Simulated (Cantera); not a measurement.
Charge: 1 mol Al, 1.4 mol H2O, 1.3 mol H2, equilibrated at 1748 K and 3500 Pa.

Equilibrium computed with Cantera from the NASA thermochemical tables; the gas is ideal and each condensed phase is pure. Candidate condensed phases: Al, Al2O3, H2O; 19 gas species. The numbers say what is thermodynamically allowed, not how fast it happens.

Base state: H2 0.978, Al2O 0.0111, Al 0.00851, H 0.00121, AlH 0.000828 (mole fractions); condensed: Al2O3(s).

### Question
What changes in the equilibrium state with this change: temperature from 1748 K to 2100 K?

### Answer
```
species          before     after
-------------  --------  --------
H2                0.978     0.963
H               0.00121    0.0163
Al              0.00851    0.0108
Al2O             0.0111   0.00958
H2O             2.99e-7   9.17e-5
AlOH            7.24e-6  0.000132
AlH            0.000828  0.000449
Al2O3(s), mol     0.456     0.458
```
The tables' values for AlOH are old estimates; treat these amounts as uncertain.
